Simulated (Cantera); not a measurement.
Feed: 1 mol Si, a varied amount of F2, held at 402 °C and 0.100 bar.

Cantera equilibrium calculation (NASA polynomials, part measured and part estimated; ideal gas, pure solids and liquids). Candidate condensed phases: Si; 9 gas species. Rates play no part.

x: gas mole fraction; n: condensed amount in mol.

| n(F2) (mol) | x SiF4 | x F2 | x F | x SiF3 | n Si(s) |
|---|---|---|---|---|---|
| 1.1 | 1.000 | <1e-12 | <1e-12 | 8.23e-7 | 0.450 |
| 1.2 | 1.000 | <1e-12 | <1e-12 | 8.23e-7 | 0.400 |
| 1.4 | 1.000 | <1e-12 | <1e-12 | 8.23e-7 | 0.300 |
| 1.6 | 1.000 | <1e-12 | <1e-12 | 8.23e-7 | 0.200 |
| 1.8 | 1.000 | <1e-12 | <1e-12 | 8.23e-7 | 0.1000 |
| 2 | 1.00 | <1e-12 | <1e-12 | <1e-12 | 0 |
| 2.3 | 0.769 | 0.230 | … | <1e-12 | 0 |
| 2.6 | 0.624 | 0.374 | … | <1e-12 | 0 |
| 2.9 | 0.526 | 0.472 | … | <1e-12 | 0 |
| 3.3 | 0.434 | 0.564 | 0.00204 | <1e-12 | 0 |
| 3.8 | 0.357 | 0.641 | 0.00217 | <1e-12 | 0 |
| 4.3 | 0.303 | 0.695 | 0.00226 | <1e-12 | 0 |
| 4.9 | 0.256 | 0.742 | 0.00234 | <1e-12 | 0 |

Some entries are withheld; supply them.


- 2.3, x F: 0.00130
- 2.6, x F: 0.00166
- 2.9, x F: 0.00186
